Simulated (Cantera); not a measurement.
Feed: 1 mol SiCl4, 1800 mol H2, at 1825 K and 0.170 bar.

Method: chemical equilibrium by Gibbs-energy minimisation in Cantera with the NASA 1993 tables (ideal gas, pure condensed phases). Candidate condensed phases: Si; 19 gas species. Gases not in the tables: Si2H6 and higher silanes. Kinetics and transport are ignored.

Base state: H2 0.997, HCl 0.00219, H 0.00107, SiH2 3.55e-5, Si 2.68e-5, SiCl2 1.43e-5, SiH 1.17e-5 (mole fractions); condensed: Si(l).

Q: What changes in the equilibrium state with this change: H2 from 1800 to 100 mol?

A: 
| species | before | after |
|---|---|---|
| H2 | 0.997 | 0.963 |
| HCl | 0.00219 | 0.0325 |
| SiCl2 | 1.43e-5 | 0.00328 |
| SiCl3 | 5.86e-9 | 2.03e-5 |
| Cl | 1.78e-6 | 2.70e-5 |
| SiCl | 1.81e-6 | 2.73e-5 |
| SiH2 | 3.55e-5 | 3.43e-5 |
| Si(l), mol | 0.836 | 0.653 |
The tables' values for SiCl, SiCl3 are old estimates; treat these amounts as uncertain.
